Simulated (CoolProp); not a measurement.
Vapour-liquid equilibrium of propane (1) + R134a (2) at 0.207 MPa; x and y are mole fractions of (1).

Computed with CoolProp (multi-fluid Helmholtz-energy mixture model, Lemmon 2009 and Tillner-Roth 1994; pair parameters Bell 2016).

### Question
Give the bubble temperature and the first vapour's composition at x = 0.05, 0.35, 0.8. Is there an azeotrope?

### Answer
x = 0.05: 255.6 K, y = 0.306; x = 0.35: 243.5 K, y = 0.644; x = 0.8: 243.3 K, y = 0.713. y crosses x between x = 0.65 and 0.8: the model has an azeotrope there.

Pair parameters are fitted to limited data, so mixtures are less certain than the pure fluids. With so large a gap from Raoult's law the liquid may split in two, which this calculation doesn't test in full.
